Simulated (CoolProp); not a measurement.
Model: reference Helmholtz-energy equation of state, Lemmon 2006, in CoolProp. It is a short technical equation, of lower accuracy than the large ones.

Task: Give the vapour pressure (MPa), vapour density (kg/m³), liquid cp (kJ/(kg K)) of saturated carbonyl sulfide at 16.35 °C.

Result: 
```json
[
 {"T (°C)": "16.35", "p (MPa)": "1.03", "vapour density (kg/m³)": "29.9", "liquid cp (kJ/(kg K))": "1.33"}
]
```
